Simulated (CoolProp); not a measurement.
A single-stage vapour-compression cycle with R125: evaporating at 222.15 K (dew point), condensing at 284.15 K (bubble point), superheat 0 K, subcooling 0 K, compressor efficiency 0.6, no pressure losses. Each further row changes one setting.

Computed with CoolProp (reference Helmholtz-energy equation of state, Lemmon 2005).

```csv
case,cooling COP,pressure ratio,discharge temperature (K),refrigerating effect (kJ/kg),volumetric capacity (kJ/m³)
as stated,1.46,10.7,317.4,91.7,543
evaporating temperature 227.15 K,1.68,___,313.3,94.6,___
condensing temperature 279.15 K,___,___,311.1,98.2,582
subcooling 5 K,___,10.7,317.4,98.2,582
superheat 10 K,1.49,10.7,___,98.7,___
compressor efficiency 0.5,1.21,10.7,___,91.7,543
```

Task: Some entries are withheld; supply them.

Result: 
- evaporating temperature 227.15 K, pressure ratio: 8.34
- evaporating temperature 227.15 K, volumetric capacity (kJ/m³): 706
- condensing temperature 279.15 K, cooling COP: 1.67
- condensing temperature 279.15 K, pressure ratio: 9.21
- subcooling 5 K, cooling COP: 1.56
- superheat 10 K, discharge temperature (K): 328.8
- superheat 10 K, volumetric capacity (kJ/m³): 556
- compressor efficiency 0.5, discharge temperature (K): 331.2
